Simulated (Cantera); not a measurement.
A Cantera script and its output.

```python
import numpy as np
import cantera as ct

gas = ct.Solution("gri30.yaml")
gas.TPX = 300, 1400000, {'CH4': 1, 'O2': 4.88, 'N2': 18.3}
inlet = ct.Reservoir(gas, clone=True)
gas.equilibrate("HP")  # start burning
reactor = ct.IdealGasConstPressureReactor(gas, energy="on", clone=False)
exhaust = ct.Reservoir(gas, clone=True)
tau = [0.048, 0.025, 0.013, 0.0068, 0.0036, 0.0019, 0.00097, 0.00051, 0.00026, 0.00014, 7.2e-05, 3.8e-05][0]
for a, b in ((inlet, reactor), (reactor, exhaust)):
    ct.MassFlowController(a, b, mdot=lambda t: reactor.mass / tau)
net = ct.ReactorNet([reactor])
show = ['CH4', 'O2', 'H2', 'HCN', 'O']

rows = []
print(f"{'tau/s':>10s}{'T/K':>9s}" + "".join(f"{s:>11s}" for s in show))
for tau in [0.048, 0.025, 0.013, 0.0068, 0.0036, 0.0019, 0.00097, 0.00051, 0.00026, 0.00014, 7.2e-05, 3.8e-05]:
    net.initial_time = 0.0
    net.advance(30 * tau)
    before = gas.X
    net.advance(40 * tau)
    drift = np.max(np.abs(gas.X - before) / (gas.X + 1e-9))
    rows.append([gas.T, *gas[show].X, drift])
    print(f"{tau:10.3e}{gas.T:9.1f}" + "".join(f"{x:11.3e}" for x in gas[show].X))
```

Output:

```
     tau/s      T/K        CH4         O2         H2        HCN          O
 4.800e-02   1203.6  1.679e-03  1.260e-01  8.511e-05  4.733e-12  2.180e-07
 2.500e-02    300.0  4.136e-02  2.018e-01 -3.779e-18 -7.940e-26 -5.215e-31
 1.300e-02    300.0  4.136e-02  2.018e-01 -5.140e-22 -1.080e-29  1.578e-33
 6.800e-03    300.0  4.136e-02  2.018e-01 -3.247e-23 -6.823e-31  1.092e-34
 3.600e-03    300.0  4.136e-02  2.018e-01 -2.051e-24 -4.310e-32  8.531e-36
 1.900e-03    300.0  4.136e-02  2.018e-01 -1.296e-25 -2.722e-33  3.804e-37
 9.700e-04    300.0  4.136e-02  2.018e-01 -8.183e-27 -1.720e-34  2.484e-38
 5.100e-04    300.0  4.136e-02  2.018e-01 -5.169e-28 -1.086e-35  8.905e-40
 2.600e-04    300.0  4.136e-02  2.018e-01 -3.265e-29 -6.861e-37  5.209e-41
 1.400e-04    300.0  4.136e-02  2.018e-01 -2.062e-30 -4.334e-38  4.963e-42
 7.200e-05    300.0  4.136e-02  2.018e-01 -1.303e-31 -2.738e-39  4.894e-43
 3.800e-05    300.0  4.136e-02  2.018e-01 -8.229e-33 -1.729e-40  3.106e-44
```

Computed with Cantera and GRI-Mech 3.0 (53 species, 325 reactions). The pressure lies above the range GRI-Mech 3.0 was tuned for (to about 10 atm).
